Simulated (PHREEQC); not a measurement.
Model water analysis in mg/kgw, 70 °C, pH 6.28: Na 1560; K 58.6; Ca 176; Mg 511; Cl 3750; S(6) as SO4 716; Alkalinity as HCO3 7; B 4.2.

Valence states are taken as typed.

Model: Pitzer model, pitzer.dat, run in PHREEQC.

| quantity | before | after |
|---|---|---|
| ionic strength (mol/kgw) | 0.153 | 0.153 |
| HCO3- (mol/kgw) | 0.000113 | 0.000108 |
| CO2 (mol/kgw) | 8.49e-5 | 2.55e-5 |
| MgOH+ (mol/kgw) | 6.61e-7 | 2.09e-6 |
| HSO4- (mol/kgw) | 3.57e-7 | 1.13e-7 |
| MgCO3 (mol/kgw) | 1.20e-7 | 3.59e-7 |

Task: Which change was made?
A. Cl from 3750 to 7500 mg/kgw
B. pH from 6.28 to 6.78 at the same alkalinity
C. temperature from 70 to 45 °C at the same typed pH

Result: B, pH from 6.28 to 6.78 at the same alkalinity

This is a speciation only: nothing precipitates in the calculation. At this temperature some constants are extrapolated from 25 °C, and those without enthalpy data are left unchanged.
